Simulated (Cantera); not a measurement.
Input: 1 mol HMDSO, 0.18 mol N₂O, 0.31 mol H₂, a varied amount of CO₂, held at 898 K and 203 Torr.

Equilibrium computed with Cantera from the NASA thermochemical tables; the gas is ideal and each condensed phase is pure. Candidate condensed phases: C, C₆H₆, C₇H₈, C₈H₁₈, H₂O, Si, SiC, SiO₂, Si₂N₂O, Si₃N₄; 151 gas species. The feed counts by its element totals alone. Equilibrium is a limit: real reactors are often held back by kinetics, nucleation or transport.

Question: Which condensed phases are stable at each of these points (n(CO₂) (mol)): 0.24, 1.1, 2, 2.8, 3.7, 4.5, 5.4, 6.3?

Answer: 
```
n(CO₂) (mol)                                   condensed phases  Si condensed (%)
------------  -------------------------------------------------  ----------------
0.24          C(graphite) + SiC(s) + SiO₂(β-quartz) + Si₂N₂O(s)             100.0
1.1           C(graphite) + SiC(s) + SiO₂(β-quartz) + Si₂N₂O(s)             100.0
2                                  C(graphite) + SiO₂(β-quartz)             100.0
2.8                                C(graphite) + SiO₂(β-quartz)             100.0
3.7                                C(graphite) + SiO₂(β-quartz)             100.0
4.5                                C(graphite) + SiO₂(β-quartz)             100.0
5.4                                C(graphite) + SiO₂(β-quartz)             100.0
6.3                                C(graphite) + SiO₂(β-quartz)             100.0
```

From 0.24 mol CO₂ to 1.1 mol CO₂ the condensed part is C(graphite) + SiC(s) + SiO₂(β-quartz) + Si₂N₂O(s). From 2 mol CO₂ to 6.3 mol CO₂ the condensed part is C(graphite) + SiO₂(β-quartz).
